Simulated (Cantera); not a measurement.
Charge: 1 mol PbO, 0.33 mol H₂, 0.72 mol N₂, at 210 Pa.

Cantera equilibrium calculation (NASA polynomials, part measured and part estimated; ideal gas, pure solids and liquids). Candidate condensed phases: H₂O, Pb, PbO, PbO₂, Pb₃O₄; 27 gas species. Mutual solubility and eutectic melting of coexisting phases are not modelled. Gases not in the tables: (PbO)n polymers. Equilibrium is a limit: real reactors are often held back by kinetics, nucleation or transport.

x: gas mole fraction; n: condensed amount in mol.

```
T (K)   x N₂  x H₂O    x PbO      x Pb      x O₂      x OH  n Pb(l)  n PbO(yellow)  n PbO(l)
-----  -----  -----  -------  --------  --------  --------  -------  -------------  --------
848    0.686  0.314  3.61e-7  0.000142    <1e-12  1.45e-11    0.330          0.670         0
923    0.685  0.314  8.98e-6   0.00121  2.10e-12  3.31e-10    0.329          0.670         0
998    0.681  0.312        ?         ?         ?         ?    0.322          0.670         0
1073   0.661  0.303  0.00139    0.0348   5.89e-9   4.57e-8    0.292          0.669         0
1148   0.587  0.269   0.0103     0.133   1.40e-7   3.13e-7    0.166          0.657         0
1223   0.495  0.227   0.0517     0.227   6.16e-6   2.11e-6        0              0     0.595
1298   0.412  0.189    0.208     0.190  0.000593   1.52e-5        0              0     0.306
1373   0.349  0.160    0.313     0.172   0.00592   5.66e-5        0              0         0
1448   0.346  0.159    0.294     0.187    0.0139  0.000146        0              0         0
1523   0.342  0.157        ?         ?         ?         ?        0              0         0
1598   0.337  0.154    0.233     0.235    0.0399  0.000667        0              0         0
```

Question: Complete the blanks.

Answer: 
- 998, x PbO: 0.000136
- 998, x Pb: 0.00738
- 998, x O₂: 1.51e-10
- 998, x OH: 4.72e-9
- 1523, x PbO: 0.266
- 1523, x Pb: 0.209
- 1523, x O₂: 0.0258
- 1523, x OH: 0.000330
